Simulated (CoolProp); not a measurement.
Vapour-liquid equilibrium of R1234ze(E) (1) + R227EA (2) at 4.42 bar; x and y are mole fractions of (1).

The numbers come from the multi-fluid Helmholtz-energy mixture model, Thol 2016 and Lemmon 2016; pair parameters Bell 2023 in CoolProp.

```tsv
x	bubble temperature, mixture model (K)	bubble temperature, Raoult's law (K)	y, mixture model	y, Raoult's law
0.05	297.0	297.1	0.057	0.055
0.2	296.2	296.6	0.220	0.215
0.35	295.6	296.1	0.374	0.371
0.5	295.0	295.7	0.521	0.523
0.65	294.6	295.2	0.664	0.671
0.8	294.4	294.8	0.806	0.814
0.95	294.2	294.4	0.950	0.954
```

The largest gap from Raoult's law is -0.7 K in bubble temperature, at x = 0.5. No azeotrope shows between x = 0.05 and 0.95.

Pair parameters are fitted to limited data, so mixtures are less certain than the pure fluids.
